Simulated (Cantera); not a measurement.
A freely propagating, adiabatic, planar premixed flame of CH3OH : O2 : N2 = 1 : 1.07 : 2.79 (molar parts), equivalence ratio 1.4, unburnt at 600 K and 4.80 bar; mixture-averaged transport, grid criteria slope 0.08 and curve 0.16, no radiation.

Cantera simulation using GRI-Mech 3.0 (53 species, 325 reactions); the numbers are that mechanism's predictions, not measurements. GRI-Mech 3.0 was tuned for natural gas; its chemistry of methanol as a main component is partial and can be far from experiment. Burning velocities carry a grid error of a few per cent, more on coarse grids.

Problem. Predict: laminar burning velocity; thermal thickness; peak x(CH4); peak x(C2H6); peak x(C2H2).

Solution. 
| Item | Result |
|---|---|
| laminar burning velocity | 165 cm/s |
| thermal thickness | 0.0459 mm |
| peak x(CH4) | 0.000619 |
| peak x(C2H6) | 2.21e-6 |
| peak x(C2H2) | 5.89e-6 |
